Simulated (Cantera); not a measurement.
A closed system holds: 1 mol BN, 4 mol HF, 0.56 mol H2, 0.6 mol NF3, equilibrated at 1500 °C and 133 Pa.

Cantera equilibrium calculation (NASA polynomials, part measured and part estimated; ideal gas, pure solids and liquids). Candidate condensed phases: B, BN; 31 gas species. The tables' values for BF2 are old estimates; treat these amounts as uncertain. Equilibrium is a limit: real reactors are often held back by kinetics, nucleation or transport.

Base state: HF 0.490, H2 0.195, BF3 0.166, N2 0.138, BF2 0.00588, H 0.00345, BF 0.000242, BHF2 0.000227 (mole fractions); condensed: gas only.

### Question
What changes in the equilibrium state with this change: temperature from 1500 °C to 1202 °C?

### Answer
| species | before | after |
|---|---|---|
| HF | 0.490 | 0.486 |
| H2 | 0.195 | 0.201 |
| BF3 | 0.166 | 0.173 |
| BF2 | 0.00588 | 0.000161 |
| N2 | 0.138 | 0.139 |
| BF | 0.000242 | 4.51e-7 |
| H | 0.00345 | 0.000159 |
| BHF2 | 0.000227 | 4.65e-5 |

### Question
What changes in the equilibrium state with this change: temperature from 1500 °C to 527 °C?

### Answer
| species | before | after |
|---|---|---|
| HF | 0.490 | 0.486 |
| H2 | 0.195 | 0.201 |
| BF3 | 0.166 | 0.174 |
| BF2 | 0.00588 | <1e-9 |
| N2 | 0.138 | 0.139 |
| H | 0.00345 | <1e-9 |
| BF | 0.000242 | <1e-9 |
| BHF2 | 0.000227 | 9.39e-9 |

### Question
What changes in the equilibrium state with this change: pressure from 133 Pa to 10000 Pa?

### Answer
```tsv
species	before	after
HF	0.490	0.487
H2	0.195	0.200
BF3	0.166	0.173
BF2	0.00588	0.000719
N2	0.138	0.139
BF	0.000242	3.49e-6
H	0.00345	0.000403
BHF2	0.000227	0.000244
```
